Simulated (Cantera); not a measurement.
A Cantera script and its output.

```python
import numpy as np
import cantera as ct

gas = ct.Solution("gri30.yaml")
gas.TPX = 1223, 2800, {'H2': 0.17, 'O2': 1, 'N2': 0.052}
reactor = ct.IdealGasConstPressureReactor(gas, energy="off", clone=False)
net = ct.ReactorNet([reactor])
net.rtol, net.atol = 1e-08, 1e-18
show = ['H2', 'O2', 'H', 'H2O', 'HO2', 'O', 'H2O2']
times = np.geomspace(4e-06, 2, 11)

steps = ct.SolutionArray(gas, extra=["t"])
rows = []
print(f"{'t/s':>10s}{'T/K':>9s}{'P/Pa':>11s}" + "".join(f"{s:>11s}" for s in show))
for t in times:
    while net.time < t:
        t_next = net.step()
        steps.append(gas.state, t=t_next)
    rows.append([np.interp(t, steps.t, y) for y in (steps.T, steps.P, *steps(*show).X.T)])
    print(f"{t:10.3e}{rows[-1][0]:9.1f}{rows[-1][1]:11.4g}" + "".join(f"{x:11.3e}" for x in rows[-1][2:]))
rate = np.gradient(steps.T, steps.t)
print("integrator steps:", len(steps.t))
if steps.T.max() > steps.T[0] + 200:
    print(f"time of steepest temperature rise: {steps.t[rate.argmax()]:.4e} s")
gas.TPX = 1223, 2800, {'H2': 0.17, 'O2': 1, 'N2': 0.052}
gas.equilibrate("TP")
print(f"equilibrium (TP): T = {gas.T:.1f} K  " + "  ".join(f"{s} {gas[s].X[0]:.3e}" for s in show))
```

Result:

```
       t/s      T/K       P/Pa         H2         O2          H        H2O        HO2          O       H2O2
 4.000e-06   1223.0       2800  1.391e-01  8.183e-01  1.246e-09  1.366e-11  1.347e-09  1.129e-10  7.761e-14
 1.486e-05   1223.0       2800  1.391e-01  8.183e-01  4.232e-09  5.535e-10  5.006e-09  1.315e-09  1.071e-12
 5.519e-05   1223.0       2800  1.391e-01  8.183e-01  2.204e-08  1.943e-08  1.867e-08  1.587e-08  1.476e-11
 2.050e-04   1223.0       2800  1.391e-01  8.183e-01  1.576e-06  2.904e-06  8.108e-08  1.384e-06  2.126e-10
 7.615e-04   1223.0       2800  1.307e-02  7.407e-01  4.279e-02  9.972e-02  1.342e-05  5.024e-02  6.931e-07
 2.828e-03   1223.0       2800  3.588e-03  7.608e-01  1.899e-02  1.275e-01  1.366e-05  3.823e-02  4.956e-07
 1.051e-02   1223.0       2800  8.129e-04  7.954e-01  1.822e-03  1.452e-01  9.931e-06  8.058e-03  4.690e-07
 3.902e-02   1223.0       2800  6.430e-05  8.038e-01  4.022e-05  1.489e-01  2.549e-06  6.371e-04  1.912e-07
 1.450e-01   1223.0       2800  5.898e-06  8.046e-01  1.169e-06  1.494e-01  3.783e-07  6.013e-05  5.259e-08
 5.384e-01   1223.0       2800  8.484e-07  8.047e-01  6.640e-08  1.495e-01  6.868e-08  8.886e-06  1.408e-08
 2.000e+00   1223.0       2800  1.654e-07  8.047e-01  5.856e-09  1.495e-01  2.178e-08  1.761e-06  3.835e-09
integrator steps: 1732
equilibrium (TP): T = 1223.0 K  H2 2.037e-08  O2 8.047e-01  H 2.582e-10  H2O 1.495e-01  HO2 2.361e-08  O 2.180e-07  H2O2 6.581e-10
```

Cantera simulation using GRI-Mech 3.0 (53 species, 325 reactions); the numbers are that mechanism's predictions, not measurements. Radical loss at walls, strong at low pressure, is not modelled. The temperature is held fixed by assumption; the heat of reaction is taken as removed at once.
